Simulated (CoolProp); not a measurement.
Saturated liquid density (kg/m³) of carbonyl sulfide: the reference equation beside estimates from Tc = 378.8 K, pc = 6.369 MPa, ω = 0.098. Rackett uses Z = 0.29056 − 0.08775 ω.

Computed with CoolProp (reference Helmholtz-energy equation of state, Lemmon 2006). It is a short technical equation, of lower accuracy than the large ones.

```json
[
 {"T (K)": "285.4", "reference": "1026", "Rackett": "1007", "van der Waals": "659.3", "Peng-Robinson": "1083"},
 {"T (K)": "293.2", "reference": "1005", "Rackett": "985.7", "van der Waals": "645.1", "Peng-Robinson": "1055"},
 {"T (K)": "301", "reference": "981.9", "Rackett": "964.0", "van der Waals": "630.1", "Peng-Robinson": "1026"},
 {"T (K)": "308.8", "reference": "958.1", "Rackett": "941.2", "van der Waals": "614.4", "Peng-Robinson": "994.0"},
 {"T (K)": "316.6", "reference": "932.8", "Rackett": "917.1", "van der Waals": "597.6", "Peng-Robinson": "959.9"},
 {"T (K)": "324.4", "reference": "905.8", "Rackett": "891.4", "van der Waals": "579.7", "Peng-Robinson": "923.0"},
 {"T (K)": "332.1", "reference": "877.0", "Rackett": "864.1", "van der Waals": "560.7", "Peng-Robinson": "883.4"},
 {"T (K)": "339.9", "reference": "845.1", "Rackett": "834.1", "van der Waals": "539.7", "Peng-Robinson": "839.4"},
 {"T (K)": "347.7", "reference": "809.6", "Rackett": "800.6", "van der Waals": "516.5", "Peng-Robinson": "790.2"},
 {"T (K)": "355.5", "reference": "768.9", "Rackett": "762.2", "van der Waals": "490.1", "Peng-Robinson": "734.3"},
 {"T (K)": "363.3", "reference": "720.0", "Rackett": "715.8", "van der Waals": "458.9", "Peng-Robinson": "668.1"},
 {"T (K)": "371.1", "reference": "654.0", "Rackett": "652.8", "van der Waals": "418.3", "Peng-Robinson": "583.1"}
]
```

Absolute difference from the reference over all 12 rows, mean and median: Rackett 1.3 and 1.5 %, van der Waals 36.0 and 36.0 %, Peng-Robinson 4.2 and 4.1 %.
